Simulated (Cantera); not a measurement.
# Ammonia decomposition in nitride growth gas

A perfectly stirred reactor is fed with NH3 : N2 = 1 : 0.11 (molar parts), at 518 Torr; it is held at 1475 K, and followed from long to short residence time.

Cantera simulation using the gas-phase N/H chemistry of the illustrative SiF4/NH3 mechanism in the Surface Chemkin manual (1991); the numbers are that mechanism's predictions, not measurements. Walls and surfaces, which speed up NH3 decomposition in real reactors, are not modelled.

```
τ (s)   x NH3     x NH   x N2H2      x H    x NH2
------  -----  -------  -------  -------  -------
16      0.718  5.42e-8  1.90e-7  2.72e-6  2.92e-5
6.6     0.806  5.81e-8  2.56e-7  1.40e-6  3.27e-5
2.6     0.859  5.73e-8  3.01e-7  6.26e-7  3.49e-5
1.1     0.882  5.38e-8  3.23e-7  2.80e-7  3.60e-5
0.42    0.894  4.97e-8  3.31e-7  1.10e-7  3.64e-5
0.17    0.898  4.68e-8  3.29e-7  4.57e-8  3.64e-5
0.068   0.900  4.40e-8  3.16e-7  1.88e-8  3.56e-5
0.027   0.900  3.94e-8  2.80e-7  7.88e-9  3.36e-5
0.011   0.901  3.03e-8  2.06e-7  3.46e-9  2.88e-5
0.0044  0.901  1.52e-8  9.23e-8  1.52e-9  1.94e-5
```
x: mole fraction; the columns are a selection and need not sum to one.
